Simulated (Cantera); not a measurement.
Charge: 1 mol CsCl, 14 mol H2O, 0.56 mol N2, equilibrated at 16.0 Pa.

These are equilibrium values from Cantera (NASA tables, ideal gas, pure condensed phases), not measurements of a reactor. Candidate condensed phases: Cs, CsCl, CsOH, H2O, NH4Cl; 37 gas species. The numbers say what is thermodynamically allowed, not how fast it happens. All values below are at 1250 °C.

Base state: H2O 0.891, CsCl 0.0622, N2 0.0359, H2 0.00409, O2 0.00194, HCl 0.00190, CsOH 0.00155, OH 0.000784 (mole fractions); condensed: gas only.

What changes in the equilibrium state with this change: N2 from 0.56 to 400 mol?


```csv
species,before,after
N2,0.0359,0.963
H2O,0.891,0.0331
CsCl,0.0622,0.00229
CsOH,0.00155,3.61e-5
HCl,0.00190,0.000112
O2,0.00194,0.000211
```
